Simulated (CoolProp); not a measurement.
Saturated liquid density (kg/m³) of toluene: the reference equation beside estimates from Tc = 591.7 K, pc = 4.126 MPa, ω = 0.266.

Values from CoolProp's reference Helmholtz-energy equation of state, Lemmon 2006. It is a short technical equation, of lower accuracy than the large ones.

```csv
T (K),reference,van der Waals,Soave-Redlich-Kwong
381,782.0,461.6,?
386.9,775.9,458.1,694.8
392.7,769.9,454.6,689.1
398.6,763.7,451.0,683.1
404.5,757.4,447.3,677.0
410.4,751.0,443.5,670.8
416.2,744.7,439.8,664.5
422.1,738.1,435.9,657.9
428,731.5,431.9,651.1
433.9,724.7,427.9,644.1
439.7,718.0,?,637.1
445.6,711.0,419.6,?
451.5,703.8,?,622.1
457.4,696.6,410.8,614.3
463.2,689.2,406.4,606.4
```

### Question
What belongs in the gaps?

### Answer

- 381, Soave-Redlich-Kwong: 700.4
- 439.7, van der Waals: 423.8
- 445.6, Soave-Redlich-Kwong: 629.7
- 451.5, van der Waals: 415.2

Absolute difference from the reference over all 15 rows, mean and median: van der Waals 41.0 and 41.0 %, Soave-Redlich-Kwong 11.0 and 10.9 %.
